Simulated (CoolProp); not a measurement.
Vapour-liquid equilibrium of carbon dioxide (1) + sulfur dioxide (2) at 274.4 K; x and y are mole fractions of (1).

Values from CoolProp's multi-fluid Helmholtz-energy mixture model, Span 1996 and Gao 2016; pair parameters Bell 2016.

Question: Give the bubble pressure and the first vapour's composition at x = 0.05, 0.65, 0.85. Is there an azeotrope?

Answer: x = 0.05: 3.606 bar, y = 0.552; x = 0.65: 23.81 bar, y = 0.955; x = 0.85: 29.99 bar, y = 0.978. No azeotrope shows between x = 0.05 and 0.95.

Pair parameters are fitted to limited data, so mixtures are less certain than the pure fluids. The gap from Raoult's law changes sign with composition, which may be real or a fault of the pair parameters; it wasn't checked against measurements.
